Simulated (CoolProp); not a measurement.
Properties of R507A along the isobar 0.101 MPa (Tc = 343.8 K, pc = 3.705 MPa, ω = 0.286).

Values from CoolProp's reference Helmholtz-energy equation of state, Lemmon 2003. It is a pseudo-pure fit of the blend.

```json
[
 {"T (K)": "210.6", "phase": "liquid", "density (kg/m³)": "1365", "cv (kJ/(kg K))": "0.7939", "isothermal compressibility (1/MPa)": "0.001781", "expansivity (1/kK)": "2.207", "Prandtl number": "5.39"},
 {"T (K)": "257.9", "phase": "gas", "density (kg/m³)": "4.792", "cv (kJ/(kg K))": "0.7142", "isothermal compressibility (1/MPa)": "10.20", "expansivity (1/kK)": "4.311", "Prandtl number": "0.806"},
 {"T (K)": "281.5", "phase": "gas", "density (kg/m³)": "4.355", "cv (kJ/(kg K))": "0.7526", "isothermal compressibility (1/MPa)": "10.11", "expansivity (1/kK)": "3.824", "Prandtl number": "0.792"},
 {"T (K)": "305.1", "phase": "gas", "density (kg/m³)": "3.997", "cv (kJ/(kg K))": "0.7924", "isothermal compressibility (1/MPa)": "10.06", "expansivity (1/kK)": "3.459", "Prandtl number": "0.788"},
 {"T (K)": "328.8", "phase": "gas", "density (kg/m³)": "3.695", "cv (kJ/(kg K))": "0.8324", "isothermal compressibility (1/MPa)": "10.02", "expansivity (1/kK)": "3.168", "Prandtl number": "0.789"},
 {"T (K)": "352.4", "phase": "gas", "density (kg/m³)": "3.439", "cv (kJ/(kg K))": "0.8713", "isothermal compressibility (1/MPa)": "9.993", "expansivity (1/kK)": "2.930", "Prandtl number": "0.792"},
 {"T (K)": "376", "phase": "gas", "density (kg/m³)": "3.217", "cv (kJ/(kg K))": "0.9089", "isothermal compressibility (1/MPa)": "9.973", "expansivity (1/kK)": "2.729", "Prandtl number": "0.796"},
 {"T (K)": "399.7", "phase": "gas", "density (kg/m³)": "3.022", "cv (kJ/(kg K))": "0.9451", "isothermal compressibility (1/MPa)": "9.959", "expansivity (1/kK)": "2.555", "Prandtl number": "0.801"}
]
```

Viscosity comes from a separate model (Geller 2000). Thermal conductivity comes from a separate model (Geller 2001).
